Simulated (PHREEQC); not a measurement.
0.1 mol of Clpyromorphite (Pb5(PO4)3Cl) is brought to equilibrium with 1 kg of water holding 0.001 mol NaCl, at 25 °C, the pH being set by adding NaOH or HCl. Oxygen is held at 0.21 atm. The system is closed to CO2. Only these solids could form: Clpyromorphite, Litharge, Cotunnite, Laurionite, Hxypyromorphite.

Model: ion-association model, wateq4f.dat, run in PHREEQC.

```tsv
pH	dissolved Pb (mol/kgw)	dissolved P (mol/kgw)	dissolved Cl (mol/kgw)	Pb+2 (mol/kgw)	H3PO4 (mol/kgw)	H2PO4- (mol/kgw)	Pb(OH)4-2 (mol/kgw)	HPO4-2 (mol/kgw)
2	9.08e-5	5.45e-5	0.0122	6.92e-5	3.10e-5	2.35e-5	0	2.03e-10
2.5	2.93e-5	1.76e-5	0.00442	[?]	5.32e-6	1.23e-5	0	2.98e-10
3	1.13e-5	6.77e-6	0.00206	[?]	8.31e-7	5.93e-6	0	4.28e-10
3.5	4.66e-6	2.80e-6	0.00134	4.46e-6	1.20e-7	[?]	0	5.94e-10
4	1.96e-6	1.18e-6	0.00111	1.89e-6	1.65e-8	1.16e-6	0	8.05e-10
4.5	8.28e-7	4.97e-7	0.00103	7.99e-7	2.22e-9	[?]	0	1.08e-9
5	3.50e-7	2.10e-7	0.00101	3.38e-7	2.96e-10	2.08e-7	0	1.44e-9
5.5	1.49e-7	8.92e-8	0.00100	1.43e-7	3.92e-11	8.73e-8	0	1.91e-9
6	6.42e-8	3.85e-8	0.00100	6.11e-8	5.12e-12	3.61e-8	0	2.49e-9
6.5	2.91e-8	1.75e-8	0.00100	2.67e-8	6.44e-13	1.43e-8	0	3.13e-9
7	1.48e-8	8.89e-9	0.00100	1.22e-8	7.47e-14	5.25e-9	0	[?]
7.5	9.41e-9	5.65e-9	0.00100	5.90e-9	0	1.77e-9	0	3.87e-9
8	8.03e-9	4.82e-9	0.00100	2.81e-9	0	[?]	0	4.20e-9
8.5	9.02e-9	5.41e-9	0.00100	1.25e-9	0	2.37e-10	0	5.16e-9
9	1.26e-8	7.58e-9	0.00100	5.02e-10	0	1.08e-10	1.00e-13	[?]
9.5	2.22e-8	1.33e-8	0.00100	[?]	0	6.05e-11	3.56e-12	1.32e-8
10	5.03e-8	3.02e-8	0.00100	5.53e-11	0	4.31e-11	1.10e-10	2.99e-8
10.5	1.45e-7	8.72e-8	0.00100	1.51e-11	0	3.86e-11	3.01e-9	8.55e-8
11	5.73e-7	3.44e-7	0.00100	3.62e-12	0	4.50e-11	7.21e-8	3.24e-7
11.5	3.59e-6	2.15e-6	0.00100	7.50e-13	0	7.34e-11	1.50e-6	1.78e-6
12	3.95e-5	2.37e-5	0.00101	1.49e-13	0	1.52e-10	2.96e-5	1.32e-5
```

Problem. Fill in the missing entries.

Solution. 
- 2.5, Pb+2 (mol/kgw): 2.59e-5
- 3, Pb+2 (mol/kgw): 1.06e-5
- 3.5, H2PO4- (mol/kgw): 2.68e-6
- 4.5, H2PO4- (mol/kgw): 4.93e-7
- 7, HPO4-2 (mol/kgw): 3.63e-9
- 8, H2PO4- (mol/kgw): 6.09e-10
- 9, HPO4-2 (mol/kgw): 7.46e-9
- 9.5, Pb+2 (mol/kgw): 1.79e-10

Species that the database lacks are ignored. H3PO4, which wateq4f.dat lacks, is added to it with the constant of phreeqc.dat. The database has no phosphate complexes of Pb. Later reviews don't keep the database's Pb(OH)4-2.
